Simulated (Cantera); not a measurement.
A closed system holds: 1 mol Si₃H₈, 0.97 mol HCl, a varied amount of N₂, at 1450 K and 6.30 mbar.

Method: chemical equilibrium by Gibbs-energy minimisation in Cantera with the NASA 1993 tables (ideal gas, pure condensed phases). Candidate condensed phases: NH₄Cl, Si, Si₃N₄; 28 gas species. The feed counts by its element totals alone. N₂ is the only nitrogen source here; it is nearly inert below about 1500 K, so the nitride shown seldom forms there in practice. The tables' values for SiCl₃ are old estimates; treat these amounts as uncertain. Rates play no part.

x: gas mole fraction; n: condensed amount in mol.

```
n(N₂) (mol)   x N₂    x H₂    x HCl   x SiCl₂      x H  x SiCl₃     x Cl  n Si₃N₄(s)
-----------  -----  ------  -------  --------  -------  -------  -------  ----------
20           0.784   0.175   0.0408  0.000673  4.98e-5  1.81e-5  9.47e-6       0.995
27           0.834   0.134   0.0313  0.000496  4.36e-5  1.17e-5  8.30e-6       0.995
36           0.872   0.103   0.0241  0.000371  3.82e-5  7.69e-6  7.29e-6       0.995
48           0.902     [?]      [?]       [?]      [?]  5.04e-6      [?]       0.995
64           0.926  0.0599   0.0140  0.000208  2.92e-5  3.30e-6  5.57e-6       0.995
85           0.943  0.0456   0.0107  0.000157  2.54e-5  2.17e-6  4.86e-6       0.995
110          0.956  0.0355  0.00833  0.000121  2.25e-5  1.48e-6  4.29e-6       0.995
150          0.968     [?]      [?]       [?]      [?]  9.30e-7      [?]       0.995
200          0.976  0.0198  0.00464   6.65e-5  1.68e-5  6.06e-7  3.20e-6       0.995
```

Q: Complete the blanks.

A: 
- 48, x H₂: 0.0787
- 48, x HCl: 0.0184
- 48, x SiCl₂: 0.000278
- 48, x H: 3.34e-5
- 48, x Cl: 6.38e-6
- 150, x H₂: 0.0262
- 150, x HCl: 0.00616
- 150, x SiCl₂: 8.87e-5
- 150, x H: 1.93e-5
- 150, x Cl: 3.69e-6
